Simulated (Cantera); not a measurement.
A perfectly stirred reactor is fed with CO : O2 : H2O : N2 = 0.014 : 0.05 : 0.016 : 1 (molar parts), at 1.20 bar; it is held at 1298 K, and followed from long to short residence time.

Cantera simulation using GRI-Mech 3.0 (53 species, 325 reactions); the numbers are that mechanism's predictions, not measurements.

Q: What does this change do: CO 0.014 to 0.0018 parts?

A: 
```tsv
quantity	before	after
x(CO) at τ = 0.600 s	0.000152	3.65e-5
x(O2) at τ = 0.600 s	0.0401	0.0460
x(H2O) at τ = 0.600 s	0.0149	0.0150
x(H) at τ = 0.600 s	4.98e-7	5.74e-8
x(O) at τ = 0.600 s	1.05e-5	2.64e-6
x(CO) at τ = 65.0 ms	0.000677	0.000159
x(O2) at τ = 65.0 ms	0.0404	0.0461
x(H2O) at τ = 65.0 ms	0.0148	0.0150
x(H) at τ = 65.0 ms	4.30e-6	4.71e-7
x(O) at τ = 65.0 ms	4.61e-5	1.10e-5
```

Q: What does this change do: temperature 1298 to 1473 K?

A: 
| quantity | before | after |
|---|---|---|
| x(CO) at τ = 0.600 s | 0.000152 | 7.73e-5 |
| x(O2) at τ = 0.600 s | 0.0401 | 0.0401 |
| x(H2O) at τ = 0.600 s | 0.0149 | 0.0149 |
| x(H) at τ = 0.600 s | 4.98e-7 | 7.54e-7 |
| x(O) at τ = 0.600 s | 1.05e-5 | 1.80e-5 |
| x(CO) at τ = 65.0 ms | 0.000677 | 0.000343 |
| x(O2) at τ = 65.0 ms | 0.0404 | 0.0402 |
| x(H2O) at τ = 65.0 ms | 0.0148 | 0.0148 |
| x(H) at τ = 65.0 ms | 4.30e-6 | 6.46e-6 |
| x(O) at τ = 65.0 ms | 4.61e-5 | 7.64e-5 |
